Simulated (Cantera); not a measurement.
Cantera run, input and output.

```python
import numpy as np
import cantera as ct

gas = ct.Solution("gri30.yaml", transport_model="mixture-averaged")
show = ['CO2', 'NO', 'H2']

rows = []
print(f"{'T/K':>7s}{'rho':>11s}{'cp':>10s}{'mu':>11s}{'lambda':>11s}{'Pr':>7s}" + "".join(f"{'D_' + s:>11s}" for s in show))
for T in [400, 500, 600, 700, 800, 900, 1000, 1100, 1200]:
    gas.TPX = T, 1000000, {'CO': 0.71, 'C2H6': 0.48}
    Pr = gas.cp_mass * gas.viscosity / gas.thermal_conductivity
    D = [gas.mix_diff_coeffs_mole[gas.species_index(s)] for s in show]
    rows.append([gas.density, gas.cp_mass, gas.viscosity, gas.thermal_conductivity, Pr, *D])
    print(f"{T:7g}{gas.density:11.4e}{gas.cp_mass:10.1f}{gas.viscosity:11.4e}"
          f"{gas.thermal_conductivity:11.4e}{Pr:7.3f}" + "".join(f"{d:11.4e}" for d in D))
print("SI units: kg/m3, J/kg/K, Pa s, W/m/K, m2/s")
```

Output:

```
    T/K        rho        cp         mu     lambda     Pr      D_CO2       D_NO       D_H2
    400 8.6719e+00    1518.8 1.7104e-05 3.3238e-02  0.782 2.2879e-06 2.9651e-06 1.1225e-05
    500 6.9375e+00    1704.0 2.0365e-05 4.3028e-02  0.806 3.4334e-06 4.3760e-06 1.6390e-05
    600 5.7813e+00    1879.2 2.3343e-05 5.2925e-02  0.829 4.7519e-06 5.9881e-06 2.2277e-05
    700 4.9554e+00    2035.2 2.6107e-05 6.2737e-02  0.847 6.2301e-06 7.7874e-06 2.8840e-05
    800 4.3360e+00    2169.9 2.8700e-05 7.2378e-02  0.860 7.8575e-06 9.7634e-06 3.6043e-05
    900 3.8542e+00    2288.1 3.1154e-05 8.1809e-02  0.871 9.6262e-06 1.1907e-05 4.3857e-05
   1000 3.4688e+00    2401.9 3.3493e-05 9.1008e-02  0.884 1.1529e-05 1.4212e-05 5.2257e-05
   1100 3.1534e+00    2495.1 3.5735e-05 9.9971e-02  0.892 1.3561e-05 1.6672e-05 6.1223e-05
   1200 2.8906e+00    2577.4 3.7892e-05 1.0869e-01  0.899 1.5717e-05 1.9281e-05 7.0735e-05
SI units: kg/m3, J/kg/K, Pa s, W/m/K, m2/s
```

Detailed kinetics in Cantera: GRI-Mech 3.0 (53 species, 325 reactions). The composition is frozen, though it would react at the higher temperatures.
